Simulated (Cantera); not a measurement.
Mixture: CH4 : C2H6 : C3H8 : O2 : N2 = 1 : 0.09 : 0.035 : 2.26 : 8.51 (molar parts), at 1.01 bar, adiabatic and at constant volume. Ignition delay is the time to a rise of 400 K.

Cantera simulation using GRI-Mech 3.0 (53 species, 325 reactions); the numbers are that mechanism's predictions, not measurements.

### Question
What does this change do: pressure from 1.01 bar to 21.0 bar?

### Answer
```
quantity                                                before       after
--------------------------------------------------  ----------  ----------
delay at 1298 K                                        1.60 ms    0.178 ms
delay at 1373 K                                       0.662 ms     82.8 µs
delay at 1448 K                                       0.301 ms     40.4 µs
delay at 1523 K                                       0.151 ms     20.7 µs
delay at 1598 K                                        84.1 µs     11.2 µs
delay at 1673 K                                        50.9 µs     6.43 µs
delay at 1748 K                                        33.2 µs     3.90 µs
apparent activation energy between 1598 and 1748 K  140 kJ/mol  160 kJ/mol
```
The pressure lies above the range GRI-Mech 3.0 was tuned for (to about 10 atm).
